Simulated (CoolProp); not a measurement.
Values from CoolProp's reference Helmholtz-energy equation of state, Leachman 2009.

Problem. For normal hydrogen, give the phase and the Z, Joule-Thomson coefficient (K/MPa) at 54.4 K and 0.432 MPa.

Solution. 
- 54.4 K and 0.432 MPa: gas; Z 0.974, Joule-Thomson coefficient 4.11
